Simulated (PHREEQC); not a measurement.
Dissolve 0.014 mol/kgw NaOH, 0.0017 mol/kgw H3BO3 and 0.00021 mol/kgw Na2CO3 at 25 °C. Closed to the air; pH follows from the charge balance.

Equilibrium calculation in PHREEQC: ion-association model, phreeqc.dat.

Each row changes one thing in this solution. This is a speciation only: nothing precipitates in the calculation.

| case | pH | ionic strength (mol/kgw) | H3BO3 (mol/kgw) |
|---|---|---|---|
| as made | 12.03 | 0.0146 | 2.43e-6 |
| NaOH from 0.014 to 0.007 mol/kgw | 11.68 | 0.00759 | 5.61e-6 |
| Na2CO3 replaced by NaHSO4 at the same molality | 12.02 | 0.0144 | 2.47e-6 |
| Na2CO3 left out | 12.03 | 0.0140 | 2.43e-6 |

Species that the database lacks are ignored.
